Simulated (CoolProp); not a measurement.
Model: reference Helmholtz-energy equation of state, Wagner 2002, in CoolProp.

Problem. Give the vapour pressure (kPa), liquid cp (kJ/(kg K)), surface tension (mN/m), vapour viscosity (µPa s) of saturated water at 268.45, 290.85, 302.15 °C.

Solution. 
| T (°C) | p (kPa) | liquid cp (kJ/(kg K)) | surface tension (mN/m) | vapour viscosity (µPa s) |
|---|---|---|---|---|
| 268.45 | 5370 | 5.10 | 21.5 | 18.1 |
| 290.85 | 7530 | 5.51 | 16.3 | 19.1 |
| 302.15 | 8850 | 5.81 | 13.7 | 19.7 |

Viscosity comes from a separate model (Huber 2009). Surface tension comes from a separate correlation (Mulero 2012).
